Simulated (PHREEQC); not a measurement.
Model water analysis in mg/L, 9.1 °C, pH 6.78, pe -1.4: Na 33.5; K 0.185; Ca 9.52; Mg 8.99; Cl 14; S(6) as SO4 78.3; Alkalinity as HCO3 38; Mn(2) 0.197.

Valence states are taken as typed.

The numbers come from PHREEQC with the ion-association model, wateq4f.dat.

Precipitation was switched off in this run.

Task: Order these C species by the share of C that they hold, largest first: HCO3-, MgHCO3+, CaHCO3+, CO2.

Result: HCO3- (68 %), CO2 (31 %), MgHCO3+ (0.20 %), CaHCO3+ (0.10 %)

Task: Order these Ca species by the share of Ca that they hold, largest first: Ca+2, CaHCO3+, CaSO4.

Result: Ca+2 (92 %), CaSO4 (7.2 %), CaHCO3+ (0.40 %)

The pH is 6.78 and the ionic strength 0.00391 mol/kgw. Species that the database lacks are ignored. At this temperature some constants are extrapolated from 25 °C, and those without enthalpy data are left unchanged.
